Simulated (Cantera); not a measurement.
An adiabatic, constant-pressure homogeneous reactor starts with C₃H₈ : O₂ : N₂ = 1 : 2.27 : 8.55 (molar parts), equivalence ratio 2.2, at 1425 K and 1.00 bar. Integrator tolerance rtol = 1e-08.

Cantera simulation using GRI-Mech 3.0 (53 species, 325 reactions); the numbers are that mechanism's predictions, not measurements. GRI-Mech 3.0 was tuned for natural gas; its chemistry of propane as a main component is partial and can be far from experiment.

Task: What does this change do: initial temperature 1425 to 1073 K?

Result: 
```
quantity                                                              before                                      after
---------------------------------  -----------------------------------------  -----------------------------------------
time of steepest temperature rise                                   0.199 ms                                    0.107 s
temperature at 2.00 s                                                 2422 K                                     2128 K
equilibrium temperature                                               2422 K                                     2128 K
x(C₃H₈) at 2.00 s                      <1e-12 (gas-phase equilibrium <1e-12)      <1e-12 (gas-phase equilibrium <1e-12)
x(O₂) at 2.00 s                      3.97e-6 (gas-phase equilibrium 3.97e-6)    1.17e-7 (gas-phase equilibrium 1.17e-7)
x(OH) at 2.00 s                    0.000677 (gas-phase equilibrium 0.000677)    9.18e-5 (gas-phase equilibrium 9.18e-5)
x(NO₂) at 2.00 s                   3.04e-10 (gas-phase equilibrium 3.04e-10)  7.04e-12 (gas-phase equilibrium 7.02e-12)
x(CH₃) at 2.00 s                   3.63e-11 (gas-phase equilibrium 4.05e-11)  3.77e-11 (gas-phase equilibrium 4.29e-11)
x(CO) at 2.00 s                          0.177 (gas-phase equilibrium 0.177)        0.176 (gas-phase equilibrium 0.176)
x(C₂H) at 2.00 s                       <1e-12 (gas-phase equilibrium <1e-12)      <1e-12 (gas-phase equilibrium <1e-12)
```

Task: What does this change do: pressure from 1.00 bar to 5.00 bar?

Result: 
```csv
quantity,before,after
time of steepest temperature rise,0.199 ms,77.0 µs
temperature at 2.00 s,2422 K,2446 K
equilibrium temperature,2422 K,2446 K
x(C₃H₈) at 2.00 s,<1e-12 (gas-phase equilibrium <1e-12),<1e-12 (gas-phase equilibrium <1e-12)
x(O₂) at 2.00 s,3.97e-6 (gas-phase equilibrium 3.97e-6),1.02e-6 (gas-phase equilibrium 1.02e-6)
x(OH) at 2.00 s,0.000677 (gas-phase equilibrium 0.000677),0.000351 (gas-phase equilibrium 0.000351)
x(NO₂) at 2.00 s,3.04e-10 (gas-phase equilibrium 3.04e-10),1.78e-10 (gas-phase equilibrium 1.78e-10)
x(CH₃) at 2.00 s,3.63e-11 (gas-phase equilibrium 4.05e-11),4.13e-10 (gas-phase equilibrium 4.63e-10)
x(CO) at 2.00 s,0.177 (gas-phase equilibrium 0.177),0.178 (gas-phase equilibrium 0.178)
x(C₂H) at 2.00 s,<1e-12 (gas-phase equilibrium <1e-12),<1e-12 (gas-phase equilibrium <1e-12)
```
